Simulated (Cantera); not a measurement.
# Roasting and sulfation: Fe2O3 + SO2 + O2

A closed system holds: 1 mol Fe2O3, 0.054 mol SO2, 1.2 mol O2, held at 1.00 bar.

Cantera equilibrium calculation (NASA polynomials, part measured and part estimated; ideal gas, pure solids and liquids). Candidate condensed phases: Fe, FeO, FeS, FeSO4, FeS2, Fe2O3, Fe2(SO4)3, Fe3O4, S; 12 gas species. The numbers say what is thermodynamically allowed, not how fast it happens.

At 575 °C the condensed part is Fe2O3(s) + Fe2(SO4)3(s). From 675 °C to 1375 °C the condensed part is Fe2O3(s). At 1475 °C the condensed part is Fe3O4(s).

```csv
T (°C),log p O2,log p SO2,log p SO3,log p O,log p SO,log p O3,log p FeO,n Fe2O3(s),n Fe2(SO4)3(s),n Fe3O4(s)
575,0.00,-3.41,-2.23,<-12,<-12,<-12,<-12,0.984,0.0156,0
675,-0.02,-2.00,-1.47,-10.54,<-12,-11.44,<-12,1.00,0,0
775,-0.02,-1.67,-1.66,-9.21,<-12,-10.69,<-12,1.00,0,0
875,-0.02,-1.51,-1.91,-8.11,-11.18,-10.07,<-12,1.00,0,0
975,-0.02,-1.43,-2.20,-7.19,-10.00,-9.55,<-12,1.00,0,0
1075,-0.02,-1.40,-2.46,-6.40,-9.03,-9.10,<-12,1.00,0,0
1175,-0.02,-1.39,-2.70,-5.72,-8.21,-8.71,-11.91,1.00,0,0
1275,-0.02,-1.38,-2.92,-5.13,-7.50,-8.38,-10.44,1.00,0,0
1375,-0.02,-1.37,-3.11,-4.61,-6.87,-8.08,-9.16,1.00,0,0
1475,-0.02,-1.43,-3.33,-4.14,-6.38,-7.81,-8.03,0,0,0.667
```
log p: log10 of the partial pressure in bar; n: condensed amount in mol.
